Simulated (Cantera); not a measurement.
An adiabatic, constant-pressure homogeneous reactor starts with CO : H₂ : CH₄ : O₂ : N₂ = 1 : 0.057 : 0.074 : 0.805 : 3.03 (molar parts), equivalence ratio 0.84, at 1175 K and 0.987 atm.

Computed with Cantera and GRI-Mech 3.0 (53 species, 325 reactions).

Question: Predict: time of steepest temperature rise; temperature at 3.00 s; equilibrium temperature; x(CO) at 3.00 s; x(H₂) at 3.00 s; x(H) at 3.00 s; x(H₂O₂) at 3.00 s.

Answer: 
```
Quantity                                                             Value
---------------------------------  ---------------------------------------
time of steepest temperature rise                                 0.382 ms
temperature at 3.00 s                                               2603 K
equilibrium temperature                                             2603 K
x(CO) at 3.00 s                      0.0530 (gas-phase equilibrium 0.0530)
x(H₂) at 3.00 s                    0.00172 (gas-phase equilibrium 0.00172)
x(H) at 3.00 s                     0.00162 (gas-phase equilibrium 0.00162)
x(H₂O₂) at 3.00 s                  7.05e-8 (gas-phase equilibrium 7.05e-8)
```
